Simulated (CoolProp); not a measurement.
Vapour pressure (MPa) of oxygen: the reference equation beside estimates from Tc = -118.6 °C, pc = 5.046 MPa, ω = 0.022. Clausius-Clapeyron is anchored at -159.75 °C with a constant enthalpy of vaporisation of 5.908 kJ/mol.

Model: reference Helmholtz-energy equation of state, Schmidt 1985, in CoolProp.

```tsv
T (°C)	reference	Lee-Kesler	Clausius-Clapeyron	van der Waals	Redlich-Kwong	Soave-Redlich-Kwong
-172.25	0.2737	0.2728	0.3138	0.7008	0.2373	0.2716
-169.15	0.3506	0.3500	0.3871	0.8233	0.3125	0.3490
-166.05	0.4425	0.4422	0.4718	0.9591	0.4039	0.4418
-162.95	0.5509	0.5511	0.5686	1.109	0.5133	…
-159.75	0.6821	0.6826	0.6821	1.279	0.6469	0.6846
-156.65	0.8295	0.8303	…	…	0.7982	0.8345
-153.55	0.9988	0.9996	0.9439	1.654	0.9729	1.007
-150.35	1.198	1.199	1.102	1.872	1.179	1.210
-147.25	1.417	1.417	1.271	…	1.407	1.433
-144.15	1.663	1.663	1.455	2.344	…	1.684
-141.05	1.939	1.937	1.656	…	1.948	1.964
-137.85	2.256	2.254	1.881	2.894	2.275	2.286
```

Question: Complete the blanks.

Answer: 
- -162.95, Soave-Redlich-Kwong: 0.5516
- -156.65, Clausius-Clapeyron: 0.8059
- -156.65, van der Waals: 1.458
- -147.25, van der Waals: 2.099
- -144.15, Redlich-Kwong: 1.662
- -141.05, van der Waals: 2.606

Absolute difference from the reference over all 12 rows, mean and median: Lee-Kesler 0.1 and 0.1 %, Clausius-Clapeyron 8.8 and 9.2 %, van der Waals 78.8 and 70.7 %, Redlich-Kwong 4.6 and 3.2 %, Soave-Redlich-Kwong 0.8 and 0.8 %.
